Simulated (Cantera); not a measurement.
Cantera run:

```python
import numpy as np
import cantera as ct

gas_names = [...]  # 91 gases of nasa_gas.yaml made of C, Cl, H
cond_names = """
    C(gr) C6H6(L) C7H8(L) C8H18(L),n-octa
""".split()


# ... load() reads the species with a 1 bar reference pressure and builds the phases ...
atoms = {
    'CCl4': {'C': 1, 'CL': 4},
    'H2': {'H': 2},
}
top_T = {'C(gr)': 4500}  # K; cautious upper limits of use, not melting points


# ... equilibrate(T, P, feed) seeds the gas with the atoms and calls Mixture.equilibrate('TP', solver="vcs", rtol=1e-11, max_steps=5000) ...
results = []
feed = {'CCl4': 1, 'H2': 0.14}  # mol
P = 8600  # Pa
for T in [2298, 2448, 2598, 2748, 2898, 3048, 3198, 3348]:
    mix = equilibrate(T, P, feed)
    results.append((T, P, feed, dict(zip(mix.species_names, mix.species_moles))))

top = {s: max(r[3][s] / sum(r[3][g] for g in gas_names) for r in results) for s in gas_names}
cols = sorted((s for s in top if top[s] > 0.001), key=lambda s: -top[s])[:8]
seen = [c for c in cond_names if any(r[3].get(c, 0) > 1e-12 for r in results)]
print("log10 of partial pressures in bar; condensed amounts in mol")
print(f"{'T/K':>10s}" + "".join(f"{s[:9]:>10s}" for s in cols + seen))
for T, P, feed, n in results:
    ng = sum(n[g] for g in gas_names)
    print(f"{T:10.4g}" + "".join(f"{np.log10(max(n[s] / ng * P / 1e5, 1e-99)):10.3f}" for s in cols)
          + "".join(f"{n.get(c, 0):10.4g}" for c in seen))
```

Output:

```
log10 of partial pressures in bar; condensed amounts in mol
       T/K        CL       HCL        C3         H       CL2         C        C2        C5     C(gr)
      2298    -1.106    -2.213    -7.793    -5.287    -2.811    -8.092    -8.844   -10.734    0.9995
      2448    -1.101    -2.219    -6.663    -4.668    -3.157    -7.096    -7.702    -9.289    0.9994
      2598    -1.099    -2.225    -5.667    -4.119    -3.469    -6.216    -6.695    -8.015    0.9991
      2748    -1.098    -2.240    -4.784    -3.637    -3.748    -5.433    -5.799    -6.883    0.9966
      2898    -1.098    -2.275    -3.995    -3.225    -4.000    -4.732    -4.997    -5.872    0.9822
      3048    -1.100    -2.349    -3.287    -2.894    -4.232    -4.100    -4.276    -4.963    0.9112
      3198    -1.111    -2.488    -2.648    -2.656    -4.460    -3.528    -3.624    -4.141    0.5999
      3348    -1.132    -2.698    -2.285    -2.511    -4.690    -3.080    -3.176    -3.757         0
```

Method: chemical equilibrium by Gibbs-energy minimisation in Cantera with the NASA 1993 tables (ideal gas, pure condensed phases). The tables' values for CCl are old estimates; treat these amounts as uncertain.
